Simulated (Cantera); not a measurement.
# Premixed flame

A freely propagating, adiabatic, planar premixed flame of 53.2 % H₂, 9.84 % O₂, 37.0 % N₂, equivalence ratio 2.7, unburnt at 700 K and 6.80 bar; mixture-averaged transport, grid criteria slope 0.08 and curve 0.16, no radiation.

Computed with Cantera and the H2/O2 subset of GRI-Mech 3.0, which has no nitrogen chemistry. The hydrogen kinetics of GRI-Mech 3.0 are dated; newer H2 mechanisms differ, most at raised pressure. Burning velocities carry a grid error of a few per cent, more on coarse grids.

```tsv
z (mm)	T (K)	u (m/s)	x H₂	x O₂	x H₂O	x O	x HO₂	x OH
-0.134	700	10.7	0.532	0.0984	<1e-8	<1e-8	<1e-8	<1e-8
-0.0892	700	10.7	0.532	0.0984	<1e-8	<1e-8	<1e-8	<1e-8
-0.0669	700	10.7	0.532	0.0984	1.75e-7	<1e-8	9.84e-8	<1e-8
-0.0446	701	10.7	0.531	0.0984	9.09e-6	2.18e-8	6.99e-6	<1e-8
-0.0223	768	11.6	0.522	0.0982	0.00322	2.08e-5	0.000682	9.66e-5
-0.0111	1026	15.1	0.488	0.0895	0.0290	0.000273	0.000578	0.000628
0	1384	19.9	0.428	0.0610	0.0912	0.00114	0.000291	0.00143
0.0111	1638	23.3	0.374	0.0271	0.157	0.00124	0.000121	0.00213
0.0223	1769	25.1	0.349	0.00942	0.192	0.000696	4.11e-5	0.00224
0.0446	1880	26.6	0.343	0.00117	0.209	0.000258	4.86e-6	0.00215
0.0892	1970	27.7	0.348	8.85e-5	0.213	0.000133	4.23e-7	0.00188
0.178	2048	28.6	0.356	1.80e-5	0.215	6.33e-5	1.23e-7	0.00143
0.357	2104	29.2	0.361	7.23e-6	0.216	2.57e-5	5.25e-8	0.000965
```
x: mole fraction of selected species; z is measured from the peak of heat release.

The laminar burning velocity comes out as 1070 cm/s. The thermal thickness is 0.0446 mm and the peak x(O) is 0.00136. The peak x(HO₂) comes out as 0.000789 and the peak x(OH) comes out as 0.00224. The grid points comes out as 113.
